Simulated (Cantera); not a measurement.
Feed: 1 mol FeS, 0.6 mol O2, 4.4 mol N2, held at 0.100 bar.

Equilibrium computed with Cantera from the NASA thermochemical tables; the gas is ideal and each condensed phase is pure. Candidate condensed phases: Fe, FeO, FeS, FeSO4, FeS2, Fe2O3, Fe2(SO4)3, Fe3O4, S; 19 gas species. Mutual solubility and eutectic melting of coexisting phases are not modelled. FeS: taken at fixed stoichiometry. Gases not in the tables: S3 to S7. Rates play no part.

At 1225 K, list the 4 most abundant gas species with their mole fractions, and the condensed phases.

N2 0.922, SO2 0.0665, S2 0.0107, S2O 0.000258. Condensed: FeS(s) + Fe3O4(s).
